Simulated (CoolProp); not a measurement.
Vapour-liquid equilibrium of R22 (1) + dimethyl ether (2) at 24.25 °C; x and y are mole fractions of (1).

Model: multi-fluid Helmholtz-energy mixture model, Kamei 1995 and Wu 2011; pair parameters Bell 2016, in CoolProp.

```csv
x,bubble pressure (MPa),y at the bubble point,dew pressure at overall composition x (MPa),liquid density (mol/L)
0.05,0.5717,0.042,0.5707,14.42
0.15,0.5627,0.139,0.5621,14.47
0.25,0.5598,0.253,0.5598,14.51
0.35,0.5667,0.384,0.5638,14.53
0.45,0.5876,0.525,0.5745,14.53
0.55,0.6267,0.663,0.5931,14.51
0.65,0.6870,0.784,0.6220,14.44
0.75,0.7685,0.879,0.6666,14.34
0.85,0.8667,0.945,0.7387,14.18
0.95,0.9719,0.987,0.8764,13.95
```

y crosses x between x = 0.15 and 0.25: the model has an azeotrope there.

Pair parameters are fitted to limited data, so mixtures are less certain than the pure fluids.
